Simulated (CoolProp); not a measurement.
A Linde-Hampson liquefier for normal hydrogen: isothermal reversible compression at 200 K from 1 atm to 40 MPa, throttling to 1 atm, return gas leaving the recuperator 0 K below the feed. Each further row changes one setting.

Computed with CoolProp (reference Helmholtz-energy equation of state, Leachman 2009).

```csv
case,compression work (kJ/kg of gas)
as stated,5200
high pressure 80 MPa,6070
warm-end temperature 230 K,5950
warm-end gap 5 K,5200
```
